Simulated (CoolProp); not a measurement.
Vapour-liquid equilibrium of acetone (1) + dimethyl carbonate (2) at 460.7 K; x and y are mole fractions of (1).

Computed with CoolProp (multi-fluid Helmholtz-energy mixture model, Lemmon 2006 and Zhou 2011; pair parameters Bell 2016).

```tsv
x	bubble pressure (bar)	y at the bubble point	dew pressure at overall composition x (bar)	liquid density (mol/L)
0.05	11.35	0.090	11.08	9.102
0.125	[?]	0.208	11.60	9.142
0.2	13.08	0.309	12.17	9.181
0.275	13.91	0.398	12.79	9.220
0.35	14.73	0.479	13.45	9.257
0.425	15.56	0.553	14.18	9.293
0.5	16.39	[?]	14.96	9.326
0.575	17.23	0.688	[?]	9.356
0.65	18.10	0.749	16.74	9.382
0.725	18.99	0.807	17.75	9.402
0.8	19.90	0.863	18.87	9.416
0.875	20.85	0.916	20.11	9.422
0.95	21.83	0.967	21.49	9.416
```

Question: Some entries are withheld; supply them.

Answer: 
- 0.125, bubble pressure (bar): 12.23
- 0.5, y at the bubble point: 0.623
- 0.575, dew pressure at overall composition x (bar): 15.81

No azeotrope shows between x = 0.05 and 0.95.

Pair parameters are fitted to limited data, so mixtures are less certain than the pure fluids.
